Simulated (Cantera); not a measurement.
# Equilibrium for silicon nitride deposition: SiH4 + N2 + H2

Input: 1 mol SiH4, 0.65 mol N2, 2 mol H2, at 7.50e-5 bar.

Equilibrium computed with Cantera from the NASA thermochemical tables; the gas is ideal and each condensed phase is pure. Candidate condensed phases: Si, Si3N4; 18 gas species. N2 is the only nitrogen source here; it is nearly inert below about 1500 K, so the nitride shown seldom forms there in practice. Mutual solubility and eutectic melting of coexisting phases are not modelled. The tables' values for SiN are old estimates; treat these amounts as uncertain. Gases not in the tables: Si2H6 and higher silanes. Equilibrium is a limit: real reactors are often held back by kinetics, nucleation or transport.

```
T (K)   x H2       x H      x Si      x N2     x Si2  n Si(s)  n Si3N4(s)  n Si(l)
-----  -----  --------  --------  --------  --------  -------  ----------  -------
873     1.00   5.40e-9    <1e-12  3.16e-10    <1e-12   0.0250       0.325        0
973     1.00   1.25e-7    <1e-12   6.27e-8    <1e-12   0.0250       0.325        0
1073   1.000   1.62e-6  9.21e-11   4.60e-6    <1e-12   0.0250       0.325        0
1173   1.000   1.36e-5   6.60e-9  0.000161    <1e-12   0.0260       0.325        0
1273   0.997   8.22e-5   2.41e-7   0.00321  4.52e-11   0.0443       0.319        0
1373   0.959  0.000376   5.17e-6    0.0410   2.45e-9    0.281       0.240        0
1473   0.859   0.00135   7.30e-5     0.140   7.67e-8    1.000           0        0
1573   0.856   0.00434  0.000733     0.139   1.54e-6    0.996           0        0
1673   0.844    0.0121   0.00557     0.138   2.14e-5    0.973           0        0
1773   0.808    0.0295    0.0284     0.134  0.000158        0           0    0.857
1873   0.699    0.0623     0.118     0.119  0.000878        0           0    0.336
1973   0.605     0.121     0.164     0.108  0.000620        0           0        0
2073   0.521     0.219     0.157     0.102  0.000226        0           0        0
2173   0.405     0.355     0.145    0.0946   8.47e-5        0           0        0
```
x: gas mole fraction; n: condensed amount in mol.

From 873 K to 1373 K the condensed part is Si(s) + Si3N4(s). From 1473 K to 1673 K the condensed part is Si(s). From 1773 K to 1873 K the condensed part is Si(l). From 1973 K to 2173 K nothing is condensed.
